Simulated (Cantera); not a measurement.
Feed: 1 mol Si, 0.18 mol CO₂, 4.7 mol N₂, held at 24.0 Pa.

These are equilibrium values from Cantera (NASA tables, ideal gas, pure condensed phases), not measurements of a reactor. Candidate condensed phases: C, Si, SiC, SiO₂, Si₂N₂O, Si₃N₄; 34 gas species. N₂ is the only nitrogen source here; it is nearly inert below about 1500 K, so the nitride shown seldom forms there in practice. Mutual solubility and eutectic melting of coexisting phases are not modelled. The tables' values for SiN are old estimates; treat these amounts as uncertain. Rates play no part.

x: gas mole fraction; n: condensed amount in mol.

```json
[
 {"T (K)": "1448", "x N₂": "0.999", "x Si": "2.04e-6", "x SiO": "0.000398", "x CO": "0.000317", "x Si₂C": "2.03e-9", "x Si₂": "2.97e-10", "x Si₂N": "1.20e-8", "n SiC(s)": "0.179", "n Si₂N₂O(s)": "0.357", "n Si₃N₄(s)": "0.0353", "n Si(s)": "0", "n Si(l)": "0"},
 {"T (K)": "1548", "x N₂": "0.990", "x Si": "8.31e-5", "x SiO": "0.00884", "x CO": "0.000719", "x Si₂C": "1.82e-7", "x Si₂": "9.30e-8", "x Si₂N": "1.35e-6", "n SiC(s)": "0.177", "n Si₂N₂O(s)": "0.319", "n Si₃N₄(s)": "0.0491", "n Si(s)": "0", "n Si(l)": "0"},
 {"T (K)": "1648", "x N₂": "0.928", "x Si": "0.00107", "x SiO": "0.0681", "x CO": "0.00301", "x Si₂C": "4.69e-6", "x Si₂": "3.58e-6", "x Si₂N": "2.04e-5", "n SiC(s)": "0.165", "n Si₂N₂O(s)": "0", "n Si₃N₄(s)": "0", "n Si(s)": "0.485", "n Si(l)": "0"},
 {"T (K)": "1748", "x N₂": "0.923", "x Si": "…", "x SiO": "0.0658", "x CO": "…", "x Si₂C": "…", "x Si₂": "…", "x Si₂N": "…", "n SiC(s)": "0.155", "n Si₂N₂O(s)": "0", "n Si₃N₄(s)": "0", "n Si(s)": "0", "n Si(l)": "…"},
 {"T (K)": "1848", "x N₂": "0.904", "x Si": "0.0261", "x SiO": "0.0607", "x CO": "0.00850", "x Si₂C": "0.000356", "x Si₂": "0.000182", "x Si₂N": "0.000227", "n SiC(s)": "0.134", "n Si₂N₂O(s)": "0", "n Si₃N₄(s)": "0", "n Si(s)": "0", "n Si(l)": "0.405"},
 {"T (K)": "1948", "x N₂": "0.835", "x Si": "…", "x SiO": "…", "x CO": "…", "x Si₂C": "…", "x Si₂": "…", "x Si₂N": "…", "n SiC(s)": "…", "n Si₂N₂O(s)": "0", "n Si₃N₄(s)": "0", "n Si(s)": "0", "n Si(l)": "…"},
 {"T (K)": "2048", "x N₂": "0.803", "x Si": "0.133", "x SiO": "0.0325", "x CO": "0.0290", "x Si₂C": "0.00171", "x Si₂": "0.000648", "x Si₂N": "0.000227", "n SiC(s)": "0", "n Si₂N₂O(s)": "0", "n Si₃N₄(s)": "0", "n Si(s)": "0", "n Si(l)": "0"}
]
```

Task: Fill in the missing entries.

Result: 
- 1748, x Si: 0.00606
- 1748, x CO: 0.00491
- 1748, x Si₂C: 4.84e-5
- 1748, x Si₂: 3.12e-5
- 1748, x Si₂N: 7.99e-5
- 1748, n Si(l): 0.477
- 1948, x Si: 0.0968
- 1948, x SiO: 0.0514
- 1948, x CO: 0.0126
- 1948, x Si₂C: 0.00212
- 1948, x Si₂: 0.000882
- 1948, x Si₂N: 0.000559
- 1948, n SiC(s): 0.0969
- 1948, n Si(l): 0.0242
